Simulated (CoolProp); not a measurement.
The numbers come from the reference Helmholtz-energy equation of state, Lemmon 2006 in CoolProp. It is a short technical equation, of lower accuracy than the large ones.

Task: For acetone, give the phase and the speed of sound (m/s), Joule-Thomson coefficient (K/MPa), expansivity (1/kK), fugacity coefficient at -38.05 °C and 0.537 MPa.

Result: 
- -38.05 °C and 0.537 MPa: liquid; speed of sound 1470, Joule-Thomson coefficient -0.409, expansivity 1.24, fugacity coefficient 0.00158
